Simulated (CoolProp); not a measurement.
Properties of isohexane along the isotherm 550 K.

Computed with CoolProp (reference Helmholtz-energy equation of state, Lemmon 2006). It is a short technical equation, of lower accuracy than the large ones.

```csv
p (kPa),phase,cp (kJ/(kg K)),expansivity (1/kK)
109,gas,2.746,1.875
217,gas,2.753,1.934
326,gas,2.761,1.997
435,gas,2.768,2.064
543,gas,2.776,2.133
652,gas,2.785,2.206
761,gas,2.794,2.284
869,gas,2.803,2.365
978,gas,2.813,2.452
1090,gas,2.824,2.546
1200,gas,2.835,2.644
1300,gas,2.846,2.738
1410,gas,2.858,2.848
1520,gas,2.872,2.965
```
